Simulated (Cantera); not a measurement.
## Moist CO burnout

An isothermal, constant-pressure homogeneous reactor starts with 1.73 % CO, 7.28 % O2, 0.0518 % H2O, 90.9 % N2, at 1200 K and 0.360 bar.

Model: GRI-Mech 3.0 (53 species, 325 reactions), integrated in Cantera.

| t (s) | x CO | x O2 | x H2O | x HO2 | x NO | x H2O2 |
|---|---|---|---|---|---|---|
| 3.00e-5 | 0.0173 | 0.0728 | 0.000518 | <1e-12 | <1e-12 | <1e-12 |
| 7.27e-5 | 0.0173 | 0.0728 | 0.000518 | <1e-12 | <1e-12 | <1e-12 |
| 0.000176 | 0.0173 | 0.0728 | 0.000518 | 1.92e-12 | <1e-12 | <1e-12 |
| 0.000428 | 0.0173 | 0.0728 | 0.000518 | 1.61e-11 | <1e-12 | <1e-12 |
| 0.00104 | 0.0173 | 0.0728 | 0.000518 | 1.80e-10 | <1e-12 | <1e-12 |
| 0.00251 | 0.0173 | 0.0728 | 0.000518 | 2.00e-9 | <1e-12 | <1e-12 |
| 0.00609 | 0.0173 | 0.0728 | 0.000518 | 3.27e-8 | <1e-12 | 4.37e-12 |
| 0.0148 | 0.0170 | 0.0725 | 0.000511 | 9.81e-7 | 1.11e-10 | 4.04e-9 |
| 0.0358 | 0.00603 | 0.0670 | 0.000465 | 1.85e-6 | 3.61e-7 | 1.76e-8 |
| 0.0868 | 0.00111 | 0.0651 | 0.000507 | 8.78e-7 | 6.04e-7 | 1.13e-8 |
| 0.211 | 0.000191 | 0.0647 | 0.000517 | 3.39e-7 | 6.88e-7 | 3.61e-9 |
| 0.510 | 3.10e-5 | 0.0647 | 0.000521 | 1.05e-7 | 7.21e-7 | 7.58e-10 |
| 1.24 | 4.68e-6 | 0.0647 | 0.000522 | 2.45e-8 | 7.34e-7 | 1.44e-10 |
| 3.00 | 6.28e-7 | 0.0647 | 0.000522 | 4.78e-9 | 7.41e-7 | 2.96e-11 |
x: mole fraction; the columns are a selection and need not sum to one.

Equilibrium at this temperature and pressure: CO 2.01e-9, O2 0.0646, H2O 0.000523, HO2 3.10e-10, NO 0.000118, H2O2 1.91e-12 (gas phase only).
